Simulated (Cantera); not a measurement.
Charge: 1 mol SiH4, 0.073 mol Cl2, 23 mol N2, at 873 K and 10.0 mbar.

Cantera equilibrium calculation (NASA polynomials, part measured and part estimated; ideal gas, pure solids and liquids). Candidate condensed phases: NH4Cl, Si, Si3N4; 28 gas species. N2 is the only nitrogen source here; it is nearly inert below about 1500 K, so the nitride shown seldom forms there in practice. Rates play no part.

Base state: N2 0.915, H2 0.0790, HCl 0.00598 (mole fractions); condensed: Si3N4(s).

Question: What changes in the equilibrium state with this change: Cl2 from 0.073 to 0.0037 mol?

Answer: 
| species | before | after |
|---|---|---|
| N2 | 0.915 | 0.918 |
| H2 | 0.0790 | 0.0820 |
| HCl | 0.00598 | 0.000304 |
| Si3N4(s), mol | 0.333 | 0.333 |
